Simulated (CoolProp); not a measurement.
Properties of p-xylene along the isobar 17.6 bar.

Computed with CoolProp (reference Helmholtz-energy equation of state, Zhou 2012).

```
T (K)   phase  density (kg/m³)  Prandtl number
-----  ------  ---------------  --------------
550.5  liquid            580.4            3.00
555.8  liquid            569.9            2.98
566.5     gas            58.90           0.843
571.9     gas            56.81           0.823
577.2     gas            55.03           0.807
582.6     gas            53.44           0.794
587.9     gas            52.04           0.783
593.3     gas            50.75           0.774
598.6     gas            49.59           0.767
604       gas            48.51           0.760
609.3     gas            47.52           0.754
614.7     gas            46.58           0.749
620       gas            45.72           0.744
```

Viscosity comes from a separate model (Balogun 2015). Thermal conductivity comes from a separate model (Mylona 2014).
